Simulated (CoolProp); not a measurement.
A single-stage vapour-compression cycle with the fluid: evaporating at 196.15 K (dew point), condensing at 219.15 K (bubble point), superheat 5 K, subcooling 2 K, compressor efficiency 0.7, no pressure losses. The same conditions are run with several fluids, on thermodynamics alone (safety and materials aside).

Values from CoolProp's reference Helmholtz-energy equation of state of each fluid (CH2F2 (R32): Tillner-Roth 1997; CF4 (R14): Platzer 1990; CH3F (R41): Lemmon 2006; propylene: Lemmon 2013; fluoroethane (R161): Wu 2012; hydrogen chloride: Thol 2018). The equations of Platzer and Polt are older, rougher fits.

| fluid | cooling COP | pressure ratio | discharge temperature (K) | refrigerating effect (kJ/kg) | volumetric capacity (kJ/m³) |
|---|---|---|---|---|---|
| CH2F2 (R32) | 5.26 | 3.92 | 295.6 | 379 | … |
| CF4 (R14) | … | 2.17 | 243.2 | 70.6 | 6390 |
| CH3F (R41) | 5.28 | 3.02 | 282.8 | 448 | 1040 |
| propylene | 5.48 | 3.55 | 262.7 | 431 | 232 |
| fluoroethane (R161) | … | … | 275.7 | 429 | … |
| hydrogen chloride | 5.20 | 2.87 | 298.3 | … | … |

Q: Fill in the missing entries.

A: 
- CH2F2 (R32), volumetric capacity (kJ/m³): 274
- CF4 (R14), cooling COP: 4.11
- fluoroethane (R161), cooling COP: 5.42
- fluoroethane (R161), pressure ratio: 4.14
- fluoroethane (R161), volumetric capacity (kJ/m³): 134
- hydrogen chloride, refrigerating effect (kJ/kg): 404
- hydrogen chloride, volumetric capacity (kJ/m³): 1430
